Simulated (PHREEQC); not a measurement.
A solution holds 0.031 mol/kgw KH2PO4, 0.13 mol/kgw HF and 2.1e-05 mol/kgw H4SiO4, at 53 °C. Closed to the air; pH follows from the charge balance.

Model: ion-association model, phreeqc.dat, run in PHREEQC.

Each row changes one thing in this solution. No solid was allowed to form.

| case | pH | ionic strength (mol/kgw) | HF (mol/kgw) | F- (mol/kgw) | HF2- (mol/kgw) |
|---|---|---|---|---|---|
| as made | 2.37 | 0.0359 | 0.107 | 0.0121 | 0.00561 |
| H4SiO4 from 2.1e-05 to 4.2e-06 mol/kgw | 2.37 | 0.0359 | 0.107 | 0.0121 | 0.00562 |
| KH2PO4 replaced by KHF2 at the same molality | 2.49 | 0.0348 | 0.144 | 0.0213 | 0.0134 |
| temperature from 53 to 45 °C | 2.33 | 0.0365 | 0.106 | 0.0126 | 0.00572 |
| 0.0083 mol/kgw NaH2PO4 added | 2.42 | 0.0437 | 0.104 | 0.0134 | 0.00609 |
| H4SiO4 left out | 2.37 | 0.0359 | 0.107 | 0.0121 | 0.00562 |
| KH2PO4 left out | 2.07 | 0.00928 | 0.117 | 0.00609 | 0.00313 |

Away from 25 °C the constants follow the database's enthalpies or fits; those with neither stay at their 25 °C values. SiF6-2 is the database's only silicon fluoride.
